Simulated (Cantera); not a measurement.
A perfectly stirred reactor is fed with 1.15 % NH3, 98.8 % N2, at 1.00 bar; it is held at 2275 K, and followed from long to short residence time.

Detailed kinetics in Cantera: the gas-phase N/H chemistry of the illustrative SiF4/NH3 mechanism in the Surface Chemkin manual (1991). Walls and surfaces, which speed up NH3 decomposition in real reactors, are not modelled.

One state of this run: x NH3 = 1.15e-5; x N2H4 = <1e-12; x N = 4.56e-6; x H = 0.000824; x NH = 1.89e-6; x NH2 = 1.74e-6. x: mole fraction; the columns are a selection and need not sum to one.

Question: Which value of τ (s) does it belong to?
(A) 0.044
(B) 0.99
(C) 0.020
(D) 0.0043

Answer: B, 0.99
